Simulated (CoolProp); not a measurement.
The fluid at 298.15 K and 0.0483 MPa is throttled through a valve to 0.00816 MPa with no heat exchange. The same conditions are run with several fluids, on thermodynamics alone (safety and materials aside).

The numbers come from the reference Helmholtz-energy equation of state of each fluid (R11: Jacobsen 1992; isobutane: Bücker 2006; trans-2-butene: Lemmon 2005; sulfur hexafluoride: Guder 2009; methane: Setzmann 1991) in CoolProp.

### Question
Rank R11, isobutane, trans-2-butene, sulfur hexafluoride, methane by temperature change (K), highest first.

### Answer
methane (-0.2), sulfur hexafluoride (-0.4), isobutane (-0.9), trans-2-butene (-1.2), R11 (-1.6)

```
fluid                final density (kg/m³)
-------------------  ---------------------
R11                                  0.456
isobutane                            0.192
trans-2-butene                       0.186
sulfur hexafluoride                  0.482
methane                             0.0528
```
